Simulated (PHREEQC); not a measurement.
A column of 0.5 m (30 cells, dispersivity 0.025 m, 720 s a shift, diffusion coefficient 3e-10 m²/s) holds 0.14 eq of the database's cation exchanger X per kg of pore water, first in equilibrium with 0.0085 mol/kgw SrCl2, 0.00034 mol/kgw KCl and 1e-05 mol/kgw HCl. It is flushed with 52 mmol/kgw BaCl2 and 0.01 mmol/kgw HCl, at 40 °C. Values are for the last cell. CO2 from the air is kept out. Nothing may precipitate in this run.

Equilibrium calculation in PHREEQC: ion-association model, phreeqc.dat.

```
pore volumes  Ba in solution (mol/kgw)  K in solution (mol/kgw)  Sr in solution (mol/kgw)  Cl in solution (mol/kgw)  KX on the exchanger (mol/kgw)  SrX2 on the exchanger (mol/kgw)
------------  ------------------------  -----------------------  ------------------------  ------------------------  -----------------------------  -------------------------------
0                                    0                 0.000340                   0.00850                    0.0174                       0.000790                           0.0696
0.1833                               0                 0.000340                   0.00850                    0.0174                       0.000790                           0.0696
0.35                                 0                 0.000340                   0.00851                    0.0174                       0.000790                           0.0696
0.6833                        5.00e-10                 0.000444                    0.0146                    0.0296                       0.000787                           0.0696
0.85                           1.20e-6                 0.000560                    0.0239                    0.0484                       0.000776                           0.0696
1.017                          7.25e-5                 0.000643                    0.0335                    0.0679                       0.000751                           0.0695
1.183                         0.000678                 0.000664                    0.0404                    0.0829                       0.000702                           0.0685
1.35                           0.00254                 0.000629                    0.0434                    0.0926                       0.000629                           0.0659
1.683                           0.0103                 0.000469                    0.0400                     0.101                       0.000450                           0.0557
1.85                            0.0154                 0.000381                    0.0358                     0.103                       0.000363                           0.0491
2.017                           0.0205                 0.000301                    0.0310                     0.103                       0.000286                           0.0423
2.183                           0.0255                 0.000233                    0.0262                     0.104                       0.000221                           0.0358
2.35                            0.0301                 0.000176                    0.0218                     0.104                       0.000167                           0.0297
2.683                           0.0375                  9.73e-5                    0.0144                     0.104                        9.24e-5                           0.0197
2.85                            0.0405                  7.11e-5                    0.0115                     0.104                        6.75e-5                           0.0157
3.017                           0.0429                  5.15e-5                   0.00909                     0.104                        4.89e-5                           0.0124
3.183                           0.0449                  3.70e-5                   0.00713                     0.104                        3.52e-5                          0.00976
3.35                            0.0464                  2.64e-5                   0.00555                     0.104                        2.51e-5                          0.00760
3.683                           0.0487                  1.33e-5                   0.00331                     0.104                        1.26e-5                          0.00453
3.85                            0.0495                  9.35e-6                   0.00253                     0.104                        8.89e-6                          0.00347
4.017                           0.0501                  6.56e-6                   0.00193                     0.104                        6.23e-6                          0.00265
4.183                           0.0505                  4.59e-6                   0.00147                     0.104                        4.36e-6                          0.00201
4.35                            0.0509                  3.20e-6                   0.00111                     0.104                        3.04e-6                          0.00152
4.683                           0.0514                  1.55e-6                  0.000631                     0.104                        1.47e-6                         0.000866
4.85                            0.0515                  1.07e-6                  0.000474                     0.104                        1.02e-6                         0.000651
5.017                           0.0516                  7.41e-7                  0.000356                     0.104                        7.05e-7                         0.000488
```

Constants without temperature data keep their 25 °C values here.
